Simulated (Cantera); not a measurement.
Charge: 1 mol Hg, 0.046 mol H2, equilibrated at 0.100 bar.

These are equilibrium values from Cantera (NASA tables, ideal gas, pure condensed phases), not measurements of a reactor. Candidate condensed phases: Hg; 3 gas species. Kinetics and transport are ignored.

Question: Which condensed phases are stable at each of these points (T (K)): 475, 550, 625, 700, 775, 850, 925, 1000, 1075, 1150?

Answer: 
```json
[
 {"T (K)": "475", "condensed phases": "Hg(l)", "Hg condensed (%)": "98.5"},
 {"T (K)": "550", "condensed phases": "gas only", "Hg condensed (%)": "0.0"},
 {"T (K)": "625", "condensed phases": "gas only", "Hg condensed (%)": "0.0"},
 {"T (K)": "700", "condensed phases": "gas only", "Hg condensed (%)": "0.0"},
 {"T (K)": "775", "condensed phases": "gas only", "Hg condensed (%)": "0.0"},
 {"T (K)": "850", "condensed phases": "gas only", "Hg condensed (%)": "0.0"},
 {"T (K)": "925", "condensed phases": "gas only", "Hg condensed (%)": "0.0"},
 {"T (K)": "1000", "condensed phases": "gas only", "Hg condensed (%)": "0.0"},
 {"T (K)": "1075", "condensed phases": "gas only", "Hg condensed (%)": "0.0"},
 {"T (K)": "1150", "condensed phases": "gas only", "Hg condensed (%)": "0.0"}
]
```

At 475 K the condensed part is Hg(l). From 550 K to 1150 K nothing is condensed.
